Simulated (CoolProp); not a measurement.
Vapour-liquid equilibrium of propane (1) + isopentane (2) at 57.9 kPa; x and y are mole fractions of (1).

Values from CoolProp's multi-fluid Helmholtz-energy mixture model, Lemmon 2009 and Lemmon 2006; pair parameters Kunz 2012.

| x | bubble temperature (K) | y at the bubble point | dew temperature at overall composition x (K) | liquid density (mol/L) |
|---|---|---|---|---|
| 0.05 | 271.1 | 0.474 | 284.5 | 8.995 |
| 0.15 | 253.7 | [?] | 281.8 | 9.477 |
| 0.25 | 244.3 | 0.885 | 278.9 | [?] |
| 0.35 | 238.1 | 0.928 | 275.7 | 10.34 |
| 0.45 | 233.6 | 0.952 | 272.0 | 10.80 |
| 0.55 | 230.0 | [?] | [?] | 11.27 |
| 0.65 | 227.1 | 0.978 | 262.9 | 11.77 |
| 0.75 | 224.5 | 0.986 | 256.7 | 12.28 |
| 0.85 | 222.2 | 0.993 | 248.2 | 12.78 |
| 0.95 | 220.1 | 0.998 | 234.0 | 13.26 |

Q: Complete the blanks.

A: 
- 0.15, y at the bubble point: 0.789
- 0.25, liquid density (mol/L): 9.908
- 0.55, y at the bubble point: 0.967
- 0.55, dew temperature at overall composition x (K): 267.8

No azeotrope shows between x = 0.05 and 0.95.

Pair parameters are fitted to limited data, so mixtures are less certain than the pure fluids.
